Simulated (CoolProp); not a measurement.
Vapour-liquid equilibrium of R22 (1) + C3F8 (R218) (2) at 273.4 K; x and y are mole fractions of (1).

The numbers come from the multi-fluid Helmholtz-energy mixture model, Kamei 1995 and Lemmon 2006; pair parameters Bell 2016 in CoolProp.

Task: Give the bubble pressure and the first vapour's composition at x = 0.2, 0.8, 0.95. Is there an azeotrope?

Result: x = 0.2: 0.5438 MPa, y = 0.342; x = 0.8: 0.6061 MPa, y = 0.718; x = 0.95: 0.5444 MPa, y = 0.888. y crosses x between x = 0.575 and 0.65: the model has an azeotrope there.

Pair parameters are fitted to limited data, so mixtures are less certain than the pure fluids.
